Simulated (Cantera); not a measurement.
Input: 1 mol SiHCl₃, 19 mol N₂, at 100 Torr.

Cantera equilibrium calculation (NASA polynomials, part measured and part estimated; ideal gas, pure solids and liquids). Candidate condensed phases: NH₄Cl, Si, Si₃N₄; 28 gas species. N₂ is the only nitrogen source here; it is nearly inert below about 1500 K, so the nitride shown seldom forms there in practice. Rates play no part. All values below are at 948 K.

Base state: N₂ 0.928, HCl 0.0406, SiCl₄ 0.0271, H₂ 0.00450, SiHCl₃ 1.35e-5 (mole fractions); condensed: Si₃N₄(s).

Q: What changes in the equilibrium state with this change: SiHCl₃ replaced by trisilylamine?

A: 
```
species         before  after
-------------  -------  -----
N₂               0.928  0.795
H₂             0.00450  0.205
HCl             0.0406      0
SiCl₄           0.0271      0
SiHCl₃         1.35e-5      0
Si₃N₄(s), mol    0.151   1.00
```
The feed counts by its element totals alone.
